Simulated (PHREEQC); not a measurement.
Make-up at 63 °C: 4.5 mmol/kgw H2SO4, 5.5 mmol/kgw MgSO4 and 0.91 mmol/kgw MgCl2. Closed to the air; pH follows from the charge balance.

Equilibrium calculation in PHREEQC: Pitzer model, pitzer.dat.

Precipitation was switched off in this run.

Q: What pH, ionic strength, osmotic coefficient does the model give?

A: pH 2.36; ionic strength 0.0306 mol/kgw; osmotic coefficient 0.836.

Q: In which forms is S present?

A: SO4-2 62 %, HSO4- 38 % of the S.

Species that the database lacks are ignored. Away from 25 °C the constants follow the database's enthalpies or fits; those with neither stay at their 25 °C values.
